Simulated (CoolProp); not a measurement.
n-decane at several states: fugacity coefficient from the reference equation and from simpler models built on Tc = 344.5 °C, pc = 2.101 MPa, ω = 0.488; each cubic takes its own stable root.

Model: reference Helmholtz-energy equation of state, Lemmon 2006, in CoolProp. It is a short technical equation, of lower accuracy than the large ones.

```json
[
 {"T (°C)": "104.15", "p (MPa)": "2.56", "phase": "liquid", "reference": "___", "van der Waals": "___", "Peng-Robinson": "___"},
 {"T (°C)": "-1.95", "p (MPa)": "0.103", "phase": "liquid", "reference": "___", "van der Waals": "___", "Peng-Robinson": "___"},
 {"T (°C)": "244.15", "p (MPa)": "0.0333", "phase": "gas", "reference": "0.9888", "van der Waals": "0.9928", "Peng-Robinson": "0.9892"}
]
```

Question: Some entries are withheld; supply them.

Answer: 
- 104.15, reference: 0.005166
- 104.15, van der Waals: 0.09674
- 104.15, Peng-Robinson: 0.005371
- -1.95, reference: 0.0002176
- -1.95, van der Waals: 0.2206
- -1.95, Peng-Robinson: 0.0002690
